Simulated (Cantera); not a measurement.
A Cantera script and what it prints.

```python
import numpy as np
import cantera as ct

gas_names = [...]  # 118 gases of nasa_gas.yaml made of C, Cl, F, H
cond_names = """
    C(gr) C6H6(L) C7H8(L) C8H18(L),n-octa
""".split()


# ... load() reads the species with a 1 bar reference pressure and builds the phases ...
atoms = {
    'CH3F': {'C': 1, 'H': 3, 'F': 1},
    'HCl': {'H': 1, 'CL': 1},
}
top_T = {'C(gr)': 4500}  # K; cautious upper limits of use, not melting points


# ... equilibrate(T, P, feed) seeds the gas with the atoms and calls Mixture.equilibrate('TP', solver="vcs", rtol=1e-11, max_steps=5000) ...
results = []
feed = {'CH3F': 1, 'HCl': 0.15}  # mol
T = 2623.15  # K
P = 100000  # Pa
mix = equilibrate(T, P, feed)
results.append((T, P, feed, dict(zip(mix.species_names, mix.species_moles))))
print(gas.report(threshold=1e-05))
for i in range(1, mix.n_phases):
    print(f"{mix.phase(i).name:16s} {mix.phase_moles(i):12.5e} mol")
```

Result:

```
       temperature   2623.2 K
          pressure   1e+05 Pa
           density   0.058602 kg/m^3
  mean mol. weight   12.781 kg/kmol
   phase of matter   gas

                          1 kg             1 kmol
                     ---------------   ---------------
          enthalpy       -3.7351e+06       -4.7738e+07  J
   internal energy       -5.4415e+06       -6.9549e+07  J
           entropy             18024        2.3037e+05  J/K
    Gibbs function       -5.1015e+07       -6.5203e+08  J
 heat capacity c_p            2801.6             35808  J/K
 heat capacity c_v            2151.1             27493  J/K

                      mass frac. Y      mole frac. X     chem. pot. / RT
                     ---------------   ---------------   ---------------
               CH3         3.114e-05        2.6472e-05           -35.183
               CH4        2.9863e-05        2.3791e-05           -45.786
               C2H        8.9094e-05        4.5494e-05           -17.354
             C2HCL        7.6473e-05        1.6161e-05           -40.948
    C2H2,acetylene          0.015806         0.0077585           -27.956
              C4H2         0.0002234        5.7038e-05           -34.708
                CL         0.0081263         0.0029298           -23.594
                 F        0.00012299         8.274e-05           -28.228
                 H         0.0021986          0.027877           -10.603
               HCL           0.18753          0.065744           -34.197
                HF           0.71667           0.45785           -38.831
                H2          0.069018           0.43756           -21.205
     [ +106 minor]        7.0319e-05        3.0015e-05

C(gr)             9.65121e-01 mol
```

Equilibrium computed with Cantera from the NASA thermochemical tables; the gas is ideal and each condensed phase is pure.
